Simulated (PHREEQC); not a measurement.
0.021 g of hydrous ferric oxide (600 m²/g; 0.2 weak and 0.005 strong sites per Fe, Dzombak-Morel constants, diffuse double layer) in 1 kg of water with 0.005 mol/kgw of an inert sodium salt, at 25 °C; the pH is set by adding NaOH or the inert anion's acid. Oxygen alone is held at its pressure in air (log pO2 = -0.68). No CO2 enters from the air. No solid was allowed to form.

Equilibrium calculation in PHREEQC: ion-association model, wateq4f.dat.

Task: Predict surface charge σ (C/m²), surface potential ψ (mV) at pH = 3, 4.5, 6.5.

Result: 
```csv
pH,surface charge σ (C/m²),surface potential ψ (mV)
3,0.302,215
4.5,0.131,177
6.5,0.023,89
```

Species that the database lacks are ignored. The oxide is taken as insoluble; below pH 4 it would dissolve.
